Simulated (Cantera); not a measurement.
**Hydrocarbon pyrolysis for carbon deposition**

An isothermal, constant-pressure homogeneous reactor starts with 2.08 % C2H6, 97.9 % N2, at 1848 K and 100000 Pa.

Cantera simulation using GRI-Mech 3.0 (53 species, 325 reactions); the numbers are that mechanism's predictions, not measurements. GRI-Mech 3.0 stops at C3 and has no aromatics, soot or wall deposition, so with more carbon than oxygen in the feed, carbon stays in small species such as C2H2 where larger ones or solid carbon would form.

```tsv
t (s)	x C2H6	x CH4	x CH2	x CH3	x H2	x C2H4
8.00e-5	6.10e-5	0.00506	7.34e-6	0.000967	0.0281	0.00339
0.000230	1.08e-5	0.00485	1.61e-6	0.000395	0.0316	0.000881
0.000663	4.13e-6	0.00451	6.82e-7	0.000240	0.0330	0.000141
0.00191	2.66e-6	0.00380	5.32e-7	0.000193	0.0342	5.78e-5
0.00549	1.27e-6	0.00261	3.82e-7	0.000134	0.0360	3.31e-5
0.0158	3.45e-7	0.00134	2.09e-7	7.04e-5	0.0379	1.80e-5
0.0455	5.86e-8	0.000548	8.90e-8	2.91e-5	0.0391	1.39e-5
0.131	8.13e-9	0.000202	3.34e-8	1.08e-5	0.0396	1.34e-5
0.377	1.33e-9	7.81e-5	1.30e-8	4.19e-6	0.0398	1.33e-5
1.09	5.43e-10	4.61e-5	7.71e-9	2.47e-6	0.0399	1.34e-5
3.13	5.00e-10	4.36e-5	7.31e-9	2.34e-6	0.0399	1.34e-5
9.00	4.97e-10	4.35e-5	7.28e-9	2.33e-6	0.0399	1.33e-5
```
x: mole fraction; the columns are a selection and need not sum to one.

Equilibrium at this temperature and pressure: C2H6 8.37e-11, CH4 1.81e-5, CH2 3.03e-9, CH3 9.69e-7, H2 0.0399, C2H4 2.07e-6 (gas phase only).
